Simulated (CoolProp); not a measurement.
Saturation properties of R245ca (Tc = 447.6 K, pc = 3941 kPa, ω = 0.355).

Computed with CoolProp (reference Helmholtz-energy equation of state, Zhou 2016).

```csv
T (K),p (kPa),liquid density (kg/m³),enthalpy of vaporisation (kJ/kg)
335.9,355.7,1287,181.6
338,377.9,1281,180.2
340,400.0,1275,178.9
342.1,424.3,1269,177.5
344.1,448.5,1263,176.1
346.2,475.0,1257,174.7
348.2,501.3,1251,173.3
350.3,530.1,1245,171.9
352.3,558.7,1239,170.5
354.4,590.0,1232,169.0
356.4,620.9,1226,167.5
358.5,654.8,1220,166.0
360.5,688.2,1213,164.5
362.5,723.0,1207,163.0
364.6,760.9,1200,161.4
```

It boils at 298.4 K under 1 atm.
